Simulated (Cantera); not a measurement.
A Cantera script and what it prints.

```python
import numpy as np
import cantera as ct

gas_names = """
    CL CL2 H HCL H2 Si SiCL SiCL2 SiCL3 SiCL4 SiH SiHCL3 SiH2 SiH2CL2 SiH3 SiH3CL SiH4 Si2 Si3
""".split()
cond_names = """
    Si(cr) Si(L)
""".split()


# ... load() reads the species with a 1 bar reference pressure and builds the phases ...
atoms = {
    'SiCl4': {'Si': 1, 'CL': 4},
    'Cl2': {'CL': 2},
    'H2': {'H': 2},
}
top_T = {}  # K; cautious upper limits of use, not melting points


# ... equilibrate(T, P, feed) seeds the gas with the atoms and calls Mixture.equilibrate('TP', solver="vcs", rtol=1e-11, max_steps=5000) ...
results = []
feed = {'SiCl4': 1, 'Cl2': 0.35, 'H2': 47}  # mol
T = 823.15  # K
P = 2700  # Pa
mix = equilibrate(T, P, feed)
results.append((T, P, feed, dict(zip(mix.species_names, mix.species_moles))))
print(gas.report(threshold=0.0001))
for i in range(1, mix.n_phases):
    print(f"{mix.phase(i).name:16s} {mix.phase_moles(i):12.5e} mol")
```

Result:

```
       temperature   823.15 K
          pressure   2700 Pa
           density   0.0023617 kg/m^3
  mean mol. weight   5.9866 kg/kmol
   phase of matter   gas

                          1 kg             1 kmol
                     ---------------   ---------------
          enthalpy        2.0315e+05        1.2162e+06  J
   internal energy       -9.4008e+05       -5.6279e+06  J
           entropy             33151        1.9846e+05  J/K
    Gibbs function       -2.7085e+07       -1.6215e+08  J
 heat capacity c_p            5221.3             31258  J/K
 heat capacity c_v            3832.4             22943  J/K

                      mass frac. Y      mole frac. X     chem. pot. / RT
                     ---------------   ---------------   ---------------
               HCL          0.096919          0.015915            -45.05
                H2           0.32443            0.9634           -20.693
             SiCL4            0.5464          0.019255           -148.63
            SiHCL3          0.031881         0.0014092           -124.27
     [  +15 minor]        0.00036751        1.8642e-05

Si(cr)            0.00000e+00 mol
```

Cantera equilibrium calculation (NASA polynomials, part measured and part estimated; ideal gas, pure solids and liquids).
